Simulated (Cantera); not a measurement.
Charge: 1 mol borazine, 23 mol H2, equilibrated at 1.00 Torr.

These are equilibrium values from Cantera (NASA tables, ideal gas, pure condensed phases), not measurements of a reactor. Candidate condensed phases: B, BN; 15 gas species. The feed counts by its element totals alone. Mutual solubility and eutectic melting of coexisting phases are not modelled. Equilibrium is a limit: real reactors are often held back by kinetics, nucleation or transport.

### Question
Which condensed phases are stable at each of these points (T (°C)): 600, 750, 900, 1050, 1200, 1350, 1500, 1650?

### Answer
```
T (°C)  condensed phases  B condensed (%)
------  ----------------  ---------------
600                BN(s)            100.0
750                BN(s)            100.0
900                BN(s)            100.0
1050               BN(s)            100.0
1200               BN(s)            100.0
1350        B(s) + BN(s)            100.0
1500        B(s) + BN(s)             99.9
1650        B(s) + BN(s)             99.7
```

From 600 °C to 1200 °C the condensed part is BN(s). From 1350 °C to 1650 °C the condensed part is B(s) + BN(s).
